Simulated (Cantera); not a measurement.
## CuO + CO (carbothermic reduction)

Feed: 1 mol CuO, 1.8 mol CO, at 1627 °C and 10000 Pa.

Equilibrium computed with Cantera from the NASA thermochemical tables; the gas is ideal and each condensed phase is pure. Candidate condensed phases: C, Cu, CuO, Cu₂O; 15 gas species. The numbers say what is thermodynamically allowed, not how fast it happens.

```yaml
x(CO₂): 0.547
x(CO): 0.437
x(Cu): 0.0162
x(Cu₂): 4.65e-5
x(O₂): 4.70e-6
x(O): 2.04e-6
x(CuO): 1.31e-6
n(Cu(l)): 0.970 mol
gas_amount: 1.830 mol
log10 activity of C(graphite) (absent): -5.83
```
